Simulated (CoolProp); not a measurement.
Saturated liquid density (kg/m³) of propane: the reference equation beside estimates from Tc = 96.7 °C, pc = 42.51 bar, ω = 0.152.

Values from CoolProp's reference Helmholtz-energy equation of state, Lemmon 2009.

| T (°C) | reference | Redlich-Kwong | Peng-Robinson |
|---|---|---|---|
| 8.05 | 517.5 | 469.7 | 545.8 |
| 12.45 | 511.2 | 462.3 | 537.6 |
| 16.75 | 504.9 | 454.8 | 529.3 |
| 21.15 | 498.3 | 446.9 | 520.5 |
| 25.55 | 491.5 | 438.7 | 511.4 |
| 29.95 | 484.5 | 430.3 | 501.8 |
| 34.25 | 477.4 | 421.7 | 492.1 |
| 38.65 | 469.8 | 412.7 | 481.7 |
| 43.05 | 462.0 | 403.2 | 470.8 |
| 47.45 | 453.8 | 393.4 | 459.3 |
| 51.75 | 445.4 | 383.4 | 447.5 |
| 56.15 | 436.3 | 372.7 | 434.7 |
| 60.55 | 426.7 | 361.3 | 421.1 |

Absolute difference from the reference over all 13 rows, mean and median: Redlich-Kwong 11.9 and 11.7 %, Peng-Robinson 3.0 and 3.1 %.
